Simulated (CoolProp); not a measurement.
The numbers come from the reference Helmholtz-energy equation of state, Aleksandrov 2011 in CoolProp. It is a short technical equation, of lower accuracy than the large ones.

Task: For n-undecane, give the phase and the density (kg/m³), speed of sound (m/s) at 173.05 °C and 6.52 MPa.

Result: 
- 173.05 °C and 6.52 MPa: liquid; density 632, speed of sound 815
